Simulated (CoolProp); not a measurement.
Vapour-liquid equilibrium of hexamethyldisiloxane (MM) (1) + toluene (2) at 395.8 K; x and y are mole fractions of (1).

Model: multi-fluid Helmholtz-energy mixture model, Thol 2016 and Lemmon 2006; pair parameters Bell 2016, in CoolProp.

| x | bubble pressure, mixture model (kPa) | bubble pressure, Raoult's law (kPa) | y, mixture model | y, Raoult's law |
|---|---|---|---|---|
| 0.05 | 144.9 | 143.2 | 0.074 | 0.064 |
| 0.15 | 152.4 | 147.5 | 0.208 | 0.188 |
| 0.25 | 159.1 | 151.9 | 0.324 | 0.304 |
| 0.35 | 165.0 | 156.3 | 0.427 | 0.414 |
| 0.45 | 170.2 | 160.6 | 0.521 | 0.517 |
| 0.55 | 174.6 | 165.0 | 0.609 | 0.615 |
| 0.65 | 178.2 | 169.3 | 0.693 | 0.709 |
| 0.75 | 181.1 | 173.7 | 0.776 | 0.797 |
| 0.85 | 183.2 | 178.1 | 0.861 | 0.881 |
| 0.95 | 184.4 | 182.4 | 0.952 | 0.961 |

The largest gap from Raoult's law is +6.0 % in bubble pressure, at x = 0.45. No azeotrope shows between x = 0.05 and 0.95.

The pair parameters rest on a limited set of measurements; away from them the model extrapolates.
